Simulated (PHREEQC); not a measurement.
H3PO4 is added in steps, without added water, to 1 kg of water holding 0.0088 mol KCl, 0.0003 mol H3BO3 and 1.8e-05 mol H4SiO4, at 23 °C. O2 is buffered at 0.21 atm. The system is closed to CO2. Only these solids could form: SiO2(a).

Base run: PHREEQC, ion-association model, wateq4f.dat. Each further column changes one thing. The table gives H3PO4 (mol/kgw).

```csv
H3PO4 added (mol),base,metal-ligand complexes left out,Davies equation for every ion,all activity coefficients set to 1,database phreeqc.dat
0,0,0,0,0,0
0.000195,4.35e-6,4.35e-6,4.29e-6,(withheld),4.35e-6
0.0003575,1.41e-5,1.41e-5,1.39e-5,1.67e-5,1.41e-5
0.0005525,3.23e-5,3.23e-5,3.18e-5,(withheld),3.23e-5
0.0007475,5.68e-5,5.68e-5,5.61e-5,(withheld),5.68e-5
0.0009425,8.70e-5,8.70e-5,8.59e-5,0.000101,8.70e-5
0.001105,0.000116,0.000116,0.000115,(withheld),0.000116
0.0013,0.000155,0.000155,0.000154,(withheld),0.000155
```

Question: What belongs in the gaps?

Answer: 
- 0.000195, all activity coefficients set to 1: 5.17e-6
- 0.0005525, all activity coefficients set to 1: 3.80e-5
- 0.0007475, all activity coefficients set to 1: 6.65e-5
- 0.001105, all activity coefficients set to 1: 0.000135
- 0.0013, all activity coefficients set to 1: 0.000180

H3PO4, which wateq4f.dat lacks, is added to it with the constant of phreeqc.dat.  phreeqc.dat and wateq4f.dat share most of their constants, so their agreement is no independent check. Solids allowed in the column 'database phreeqc.dat': SiO2(a), Sylvite.
